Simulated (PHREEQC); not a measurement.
## Metal-bearing waste water (model solution)

Make-up at 25 °C: 0.12 mol/kgw CdCl2, 0.00028 mol/kgw CuCl2, 0.022 mol/kgw HCl and 0.00056 mol/kgw Na2SO4. Closed to the air; pH follows from the charge balance.

All values are PHREEQC results (ion-association model, wateq4f.dat), not measurements.

Each row changes one thing in this solution. Precipitation was switched off in this run.

| case | pH | ionic strength (mol/kgw) | Cl- (mol/kgw) | CdCl2 (mol/kgw) | Cd+2 (mol/kgw) | CdCl3- (mol/kgw) | SI of CdOHCl (CdOHCl) | SI of Chalcanthite (CuSO4:5H2O) |
|---|---|---|---|---|---|---|---|---|
| as made | 1.75 | 0.156 | 0.135 | 0.0229 | 0.0187 | 0.00194 | -4.99 | -5.54 |
| CuCl2 from 0.00028 to 2.8e-05 mol/kgw | 1.75 | 0.156 | 0.134 | 0.0228 | 0.0187 | 0.00193 | -4.99 | -6.54 |
| HCl left out | 5.33 | 0.142 | 0.118 | 0.0206 | 0.0208 | 0.00153 | -1.40 | -5.37 |
| temperature from 25 to 10 °C | 1.75 | 0.158 | 0.137 | 0.0223 | 0.0191 | 0.00151 | -5.25 | -5.40 |
| 0.0014 mol/kgw TMAH added | 1.78 | 0.156 | 0.135 | 0.0229 | 0.0187 | 0.00194 | -4.96 | -5.53 |
| HCl from 0.022 to 0.044 mol/kgw | 1.45 | 0.172 | 0.152 | 0.0250 | 0.0169 | 0.00239 | -5.29 | -5.67 |
| temperature from 25 to 50 °C | 1.76 | 0.154 | 0.132 | 0.0235 | 0.0183 | 0.00277 | -4.61 | -5.84 |
| Na2SO4 from 0.00056 to 0.000112 mol/kgw | 1.75 | 0.156 | 0.135 | 0.0229 | 0.0187 | 0.00194 | -4.99 | -6.24 |

(CH3)4N+ isn't in the database: it is added as a free cation with an ion size of 4 Å. Constants without temperature data keep their 25 °C values here.
